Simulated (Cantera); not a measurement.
A closed system holds: 1 mol BN, 6.1 mol F₂, 4.7 mol H₂, equilibrated at 925 K and 13.3 mbar.

Equilibrium computed with Cantera from the NASA thermochemical tables; the gas is ideal and each condensed phase is pure. Candidate condensed phases: B, BN; 31 gas species. The numbers say what is thermodynamically allowed, not how fast it happens.

Base state: HF 0.852, BF₃ 0.0926, N₂ 0.0463, H₂ 0.00926 (mole fractions); condensed: gas only.

What changes in the equilibrium state with this change: H₂ from 4.7 to 2.6 mol?


```tsv
species	before	after
HF	0.852	0.555
F	<1e-9	0.143
F₂	<1e-9	0.141
BF₃	0.0926	0.107
N₂	0.0463	0.0533
H₂	0.00926	<1e-9
NF₃	<1e-9	0.000236
```

What changes in the equilibrium state with this change: 0.011 mol O₂ added?


```json
[
 {"species": "HF", "before": "0.852", "after": "0.852"},
 {"species": "BF₃", "before": "0.0926", "after": "0.0926"},
 {"species": "N₂", "before": "0.0463", "after": "0.0463"},
 {"species": "H₂", "before": "0.00926", "after": "0.00722"},
 {"species": "H₂O", "before": "0", "after": "0.00204"}
]
```
Further candidate phases: B₂O₃, B₃O₃H₃, H₂O.

What changes in the equilibrium state with this change: F₂ from 6.1 to 11 mol?


```
species   before     after
-------  -------  --------
HF         0.852     0.548
F₂         <1e-9     0.195
F          <1e-9     0.168
N₂        0.0463    0.0290
BF₃       0.0926    0.0583
H₂       0.00926     <1e-9
NF₃        <1e-9  0.000283
```
